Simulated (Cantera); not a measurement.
Equilibrium for fluorocarbon and chlorocarbon gases: CF4 + F2

A closed system holds: 1 mol CF4, 0.015 mol F2, held at 3000 Pa.

These are equilibrium values from Cantera (NASA tables, ideal gas, pure condensed phases), not measurements of a reactor. Candidate condensed phases: C; 13 gas species. Gases not in the tables: C2F6 and larger saturated fluorocarbons. The numbers say what is thermodynamically allowed, not how fast it happens.

From 2600 K to 2750 K nothing is condensed. From 2825 K to 3050 K the condensed part is C(graphite). At 3125 K nothing is condensed. The main C-bearing gas is CF2 at 2600 K and CF at 3125 K.

| T (K) | log p F | log p CF2 | log p CF | log p CF4 | log p C3 | n C(graphite) |
|---|---|---|---|---|---|---|
| 2600 | -1.71 | -2.05 | -3.46 | -3.08 | -6.84 | 0 |
| 2675 | -1.70 | -2.05 | -3.18 | -3.58 | -5.86 | 0 |
| 2750 | -1.69 | -2.08 | -2.94 | -4.08 | -4.98 | 0 |
| 2825 | -1.67 | -2.16 | -2.78 | -4.58 | -4.37 | 0.0452 |
| 2900 | -1.65 | -2.29 | -2.68 | -5.08 | -3.99 | 0.123 |
| 2975 | -1.63 | -2.43 | -2.59 | -5.60 | -3.62 | 0.139 |
| 3050 | -1.63 | -2.58 | -2.52 | -6.13 | -3.28 | 0.0523 |
| 3125 | -1.62 | -2.77 | -2.50 | -6.67 | -3.11 | 0 |
log p: log10 of the partial pressure in bar; n: condensed amount in mol.
